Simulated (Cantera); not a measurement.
A closed system holds: 1 mol Al, 410 mol NH3, 32 mol N2, held at 2123.15 K and 100000 Pa.

Method: chemical equilibrium by Gibbs-energy minimisation in Cantera with the NASA 1993 tables (ideal gas, pure condensed phases). Candidate condensed phases: Al, AlN; 13 gas species. Equilibrium is a limit: real reactors are often held back by kinetics, nucleation or transport.

**Question.** What is the equilibrium state?

**Answer.** 
- x(H2): 0.719
- x(N2): 0.277
- x(H): 0.00305
- x(Al): 0.000351
- x(AlH): 6.45e-5
- x(NH3): 5.32e-6
- n(AlN(s)): 0.646 mol
- gas amount: 853.3 mol
- log10 activity of Al(l) (absent): -1.69
